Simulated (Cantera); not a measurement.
Input: 1 mol Si₂H₆, 0.92 mol Cl₂, 590 mol H₂, held at 1823 K and 0.00560 bar.

These are equilibrium values from Cantera (NASA tables, ideal gas, pure condensed phases), not measurements of a reactor. Candidate condensed phases: Si; 19 gas species. The feed counts by its element totals alone. The tables' values for SiCl are old estimates; treat these amounts as uncertain. Gases not in the tables: Si₂H₆ and higher silanes. Kinetics and transport are ignored.

Base state: H₂ 0.990, H 0.00576, HCl 0.00301, Si 0.000789, SiH 6.28e-5, SiH₂ 3.48e-5, SiCl₂ 2.73e-5, SiCl 1.35e-5 (mole fractions); condensed: Si(l).

Q: What changes in the equilibrium state with this change: Si₂H₆ replaced by SiH₂Cl₂?

A: 
| species | before | after |
|---|---|---|
| H₂ | 0.990 | 0.987 |
| HCl | 0.00301 | 0.00617 |
| H | 0.00576 | 0.00575 |
| SiCl₂ | 2.73e-5 | 0.000115 |
| Si | 0.000789 | 0.000789 |
| Cl | 1.33e-5 | 2.74e-5 |
| SiCl | 1.35e-5 | 2.77e-5 |
| SiH₂ | 3.48e-5 | 3.47e-5 |
| SiH | 6.28e-5 | 6.27e-5 |
| Si(l), mol | 1.44 | 0.379 |

Q: What changes in the equilibrium state with this change: Cl₂ from 0.92 to 0.0068 mol?

A: 
| species | before | after |
|---|---|---|
| H₂ | 0.990 | 0.993 |
| H | 0.00576 | 0.00577 |
| Si | 0.000789 | 0.000789 |
| HCl | 0.00301 | 2.26e-5 |
| SiCl₂ | 2.73e-5 | 1.55e-9 |
| SiCl | 1.35e-5 | 1.02e-7 |
| Cl | 1.33e-5 | 1.00e-7 |
| Si(l), mol | 1.44 | 1.46 |
